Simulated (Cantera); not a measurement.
A closed system holds: 1 mol Cu₂O, 2.9 mol CO, 0.4 mol N₂, at 1298 K and 1880 Torr.

Cantera equilibrium calculation (NASA polynomials, part measured and part estimated; ideal gas, pure solids and liquids). Candidate condensed phases: C, Cu, CuO, Cu₂O; 27 gas species. Kinetics and transport are ignored.

### Question
What is the equilibrium state?

### Answer
```
Quantity                                    Value
--------------------------------------  ---------
x(CO)                                       0.576
x(CO₂)                                      0.303
x(N₂)                                       0.121
n(Cu(s))                                 2.00 mol
gas amount                              3.300 mol
log10 activity of C(graphite) (absent)      -1.84
```
